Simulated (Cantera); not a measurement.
A closed system holds: 1 mol TiC, 0.37 mol C, 0.016 mol H2, at 1902 °C and 1 atm.

Equilibrium computed with Cantera from the NASA thermochemical tables; the gas is ideal and each condensed phase is pure. Candidate condensed phases: C, C6H6, C7H8, C8H18, Ti, TiC; 77 gas species. TiC: taken at fixed stoichiometry. The numbers say what is thermodynamically allowed, not how fast it happens.

Base state: H2 0.993, H 0.00483, C2H2 (acetylene) 0.00222, CH4 0.000277, CH3 2.60e-5 (mole fractions); condensed: C(graphite) + TiC(s).

Q: What changes in the equilibrium state with this change: temperature from 1902 °C to 1350 °C?

A: 
| species | before | after |
|---|---|---|
| H2 | 0.993 | 0.998 |
| CH4 | 0.000277 | 0.00150 |
| H | 0.00483 | 6.86e-5 |
| C2H2 (acetylene) | 0.00222 | 3.48e-5 |
| CH3 | 2.60e-5 | 2.10e-6 |
| C(graphite), mol | 0.370 | 0.370 |
| TiC(s), mol | 1.00 | 1.00 |

Q: What changes in the equilibrium state with this change: TiC replaced by SiC?

A: 
```
species             before     after
----------------  --------  --------
H2                   0.993     0.993
H                  0.00483   0.00483
C2H2 (acetylene)   0.00222   0.00222
Si                       0   2.83e-5
SiH2                     0   2.61e-5
SiH                      0   1.32e-5
CH4               0.000277  0.000277
C(graphite), mol     0.370     0.370
TiC(s), mol           1.00         0
SiC(s), mol              0     1.000
```
Gases not in the tables: Si2H6 and higher silanes. Further candidate phases: Si, SiC.

Q: What changes in the equilibrium state with this change: temperature from 1902 °C to 2200 °C?

A: 
```json
[
 {"species": "H2", "before": "0.993", "after": "0.969"},
 {"species": "H", "before": "0.00483", "after": "0.0218"},
 {"species": "C2H2 (acetylene)", "before": "0.00222", "after": "0.00934"},
 {"species": "C2H", "before": "3.48e-7", "after": "1.42e-5"},
 {"species": "C4H2", "before": "2.01e-6", "after": "3.72e-5"},
 {"species": "CH3", "before": "2.60e-5", "after": "6.07e-5"},
 {"species": "CH4", "before": "0.000277", "after": "0.000149"},
 {"species": "C(graphite), mol", "before": "0.370", "after": "0.370"},
 {"species": "TiC(s), mol", "before": "1.00", "after": "1.00"}
]
```
